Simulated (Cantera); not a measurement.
Cantera run:

```python
import numpy as np
import cantera as ct

gas_names = """
    H HNO HNO2 HNO3 HO2 H2 H2O H2O2 N NH NH2 NH3 NH2OH NO NO2 NO3 N2 N2H2 N2H4 N2O O OH O2 O3
""".split()
cond_names = """
    H2O(s) H2O(L)
""".split()


# ... load() reads the species with a 1 bar reference pressure and builds the phases ...
atoms = {
    'N2O': {'N': 2, 'O': 1},
    'H2': {'H': 2},
    'N2': {'N': 2},
}
top_T = {}  # K; cautious upper limits of use, not melting points


# ... equilibrate(T, P, feed) seeds the gas with the atoms and calls Mixture.equilibrate('TP', solver="vcs", rtol=1e-11, max_steps=5000) ...
results = []
feed = {'N2O': 1, 'H2': 4.6, 'N2': 7.5}  # mol
T = 1025  # K
P = 43  # Pa
mix = equilibrate(T, P, feed)
results.append((T, P, feed, dict(zip(mix.species_names, mix.species_moles))))
x = sorted(zip(gas.X, gas.species_names), reverse=True)
print(f"T = {T:g} K  P = {P:g} Pa  gas = {mix.phase_moles(0):.4g} mol")
print("   x: " + "  ".join(f"{s} {v:.3e}" for v, s in x if v > 0.001))
print("   condensed (mol): " + ("  ".join(f"{mix.phase(i).name} {mix.phase_moles(i):.4g}"
      for i in range(1, mix.n_phases) if mix.phase_moles(i) > 1e-12) or "none"))
```

Result:

```
T = 1025 K  P = 43 Pa  gas = 13.1 mol
   x: N2 6.489e-01  H2 2.748e-01  H2O 7.634e-02
   condensed (mol): none
```

Method: chemical equilibrium by Gibbs-energy minimisation in Cantera with the NASA 1993 tables (ideal gas, pure condensed phases).
